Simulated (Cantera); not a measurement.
## Low-pressure radical oxidation in H2/O2

A perfectly stirred reactor is fed with H2 : O2 = 0.081 : 1 (molar parts), at 0.0133 bar; it is held at 1300 K, and followed from long to short residence time.

Computed with Cantera and GRI-Mech 3.0 (53 species, 325 reactions). Radical loss at walls, strong at low pressure, is not modelled. The temperature is held fixed by assumption; the heat of reaction is taken as removed at once.

```json
[
 {"τ (s)": "1.0", "x H2": "0.000246", "x O2": "0.917", "x H": "0.000393", "x HO2": "1.61e-6", "x H2O2": "6.98e-8", "x H2O": "0.0761"},
 {"τ (s)": "0.60", "x H2": "0.000336", "x O2": "0.915", "x H": "0.000637", "x HO2": "1.88e-6", "x H2O2": "7.82e-8", "x H2O": "0.0756"},
 {"τ (s)": "0.36", "x H2": "0.000455", "x O2": "0.912", "x H": "0.00102", "x HO2": "2.17e-6", "x H2O2": "8.64e-8", "x H2O": "0.0749"},
 {"τ (s)": "0.21", "x H2": "0.000620", "x O2": "0.909", "x H": "0.00163", "x HO2": "2.47e-6", "x H2O2": "9.45e-8", "x H2O": "0.0741"},
 {"τ (s)": "0.12", "x H2": "0.000844", "x O2": "0.904", "x H": "0.00259", "x HO2": "2.76e-6", "x H2O2": "1.02e-7", "x H2O": "0.0728"},
 {"τ (s)": "0.074", "x H2": "0.00109", "x O2": "0.899", "x H": "0.00373", "x HO2": "2.98e-6", "x H2O2": "1.07e-7", "x H2O": "0.0715"},
 {"τ (s)": "0.044", "x H2": "0.00140", "x O2": "0.894", "x H": "0.00528", "x HO2": "3.18e-6", "x H2O2": "1.12e-7", "x H2O": "0.0698"},
 {"τ (s)": "0.026", "x H2": "0.00179", "x O2": "0.888", "x H": "0.00709", "x HO2": "3.34e-6", "x H2O2": "1.16e-7", "x H2O": "0.0680"},
 {"τ (s)": "0.015", "x H2": "0.00230", "x O2": "0.882", "x H": "0.00904", "x HO2": "3.46e-6", "x H2O2": "1.20e-7", "x H2O": "0.0659"},
 {"τ (s)": "0.0091", "x H2": "0.00292", "x O2": "0.879", "x H": "0.0107", "x HO2": "3.54e-6", "x H2O2": "1.26e-7", "x H2O": "0.0640"}
]
```
x: mole fraction; the columns are a selection and need not sum to one.
